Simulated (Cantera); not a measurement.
**Dilute partial oxidation**

An isothermal, constant-pressure homogeneous reactor starts with 0.678 % CH4, 1.08 % O2, 98.2 % N2, at 1000 K and 10.0 bar.

Model: GRI-Mech 3.0 (53 species, 325 reactions), integrated in Cantera.

```csv
t (s),x CH4,x O2,x NO2,x CH2CO,x NO,x HCO
1.00e-6,0.00678,0.0108,<1e-12,<1e-12,<1e-12,<1e-12
3.32e-6,0.00678,0.0108,<1e-12,<1e-12,<1e-12,<1e-12
1.10e-5,0.00678,0.0108,<1e-12,<1e-12,<1e-12,<1e-12
3.67e-5,0.00678,0.0108,<1e-12,<1e-12,<1e-12,<1e-12
0.000122,0.00678,0.0108,<1e-12,<1e-12,<1e-12,<1e-12
0.000405,0.00678,0.0108,<1e-12,<1e-12,<1e-12,<1e-12
0.00135,0.00678,0.0108,<1e-12,<1e-12,<1e-12,<1e-12
0.00447,0.00678,0.0108,<1e-12,<1e-12,<1e-12,<1e-12
0.0149,0.00678,0.0108,<1e-12,<1e-12,<1e-12,<1e-12
0.0494,0.00678,0.0108,<1e-12,<1e-12,<1e-12,<1e-12
0.164,0.00678,0.0108,<1e-12,<1e-12,<1e-12,<1e-12
0.545,0.00677,0.0108,<1e-12,1.34e-11,<1e-12,<1e-12
1.81,0.00435,0.00786,<1e-12,5.46e-6,<1e-12,2.32e-9
6.02,0.000269,5.82e-5,3.93e-12,4.60e-7,2.00e-11,4.86e-12
20.0,0.000264,7.75e-6,<1e-12,1.48e-7,1.68e-11,<1e-12
```
x: mole fraction; the columns are a selection and need not sum to one.

Equilibrium at this temperature and pressure: CH4 3.65e-8, O2 <1e-12, NO2 <1e-12, CH2CO <1e-12, NO <1e-12, HCO <1e-12 (gas phase only).
